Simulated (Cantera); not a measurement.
A perfectly stirred reactor is fed with CH4 : N2 = 1 : 1.3 (molar parts), at 1330 Pa; it is held at 1548 K, and followed from long to short residence time.

Model: GRI-Mech 3.0 (53 species, 325 reactions), integrated in Cantera. GRI-Mech 3.0 stops at C3 and has no aromatics, soot or wall deposition, so with more carbon than oxygen in the feed, carbon stays in small species such as C2H2 where larger ones or solid carbon would form. Radical loss at walls, strong at low pressure, is not modelled.

```tsv
quantity	before	after
x(CH4) at τ = 1.60 s	0.239	0.117
x(H2) at τ = 1.60 s	0.201	0.0875
x(C2H2) at τ = 1.60 s	0.0645	0.0277
x(C2H) at τ = 1.60 s	3.22e-8	1.91e-8
x(C2H6) at τ = 1.60 s	9.99e-5	4.49e-5
x(CH4) at τ = 18.0 ms	0.434	0.187
x(H2) at τ = 18.0 ms	0.000302	6.54e-5
x(C2H2) at τ = 18.0 ms	3.59e-6	3.01e-7
x(C2H) at τ = 18.0 ms	3.85e-12	<1e-12
x(C2H6) at τ = 18.0 ms	8.51e-6	8.88e-7
```

Name the change that produced these shifts.
(A) pressure from 1330 Pa to 830 Pa
(B) CH4 1 to 0.3 parts
(C) N2 1.3 to 0.75 parts
(D) pressure from 1330 Pa to 40.0 Pa

B, CH4 1 to 0.3 parts
